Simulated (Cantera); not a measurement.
# Adiabatic ignition

An adiabatic, constant-pressure homogeneous reactor starts with CO : H2 : CH4 : O2 : N2 = 1 : 0.042 : 0.2 : 1.37 : 5.17 (molar parts), equivalence ratio 0.67, at 1525 K and 2.90 bar.

Detailed kinetics in Cantera: GRI-Mech 3.0 (53 species, 325 reactions).

```tsv
t (s)	T (K)	x CO	x H2	x CH4	x HCN	x O2	x CH2O
1.00e-6	1525	0.129	0.00540	0.0257	<1e-12	0.176	2.23e-9
2.77e-6	1525	0.129	0.00540	0.0257	<1e-12	0.176	3.10e-8
7.65e-6	1525	0.128	0.00540	0.0257	<1e-12	0.176	4.04e-7
2.11e-5	1525	0.128	0.00539	0.0257	<1e-12	0.176	5.87e-6
5.85e-5	1531	0.128	0.00542	0.0245	5.02e-12	0.175	0.000236
0.000162	2590	0.0420	0.00258	<1e-12	4.40e-11	0.0746	9.18e-11
0.000447	2712	0.0306	0.00178	<1e-12	1.02e-10	0.0695	6.31e-11
0.00124	2705	0.0303	0.00177	<1e-12	1.55e-10	0.0667	6.21e-11
0.00342	2698	0.0299	0.00175	<1e-12	2.01e-10	0.0638	6.12e-11
0.00946	2697	0.0299	0.00175	<1e-12	2.10e-10	0.0632	6.10e-11
0.0262	2697	0.0299	0.00175	<1e-12	2.11e-10	0.0632	6.10e-11
0.0723	2697	0.0299	0.00175	<1e-12	2.11e-10	0.0632	6.10e-11
0.200	2697	0.0299	0.00175	<1e-12	2.11e-10	0.0632	6.10e-11
```
x: mole fraction; the columns are a selection and need not sum to one.

The time of steepest temperature rise comes out as 89.7 µs and the temperature at 0.200 s is 2697 K. The equilibrium temperature comes out as 2697 K. The x(CO) at 0.200 s is 0.0299 (gas-phase equilibrium 0.0299) and the x(H2) at 0.200 s comes out as 0.00175 (gas-phase equilibrium 0.00175). The x(CH4) at 0.200 s is <1e-12 (gas-phase equilibrium <1e-12).
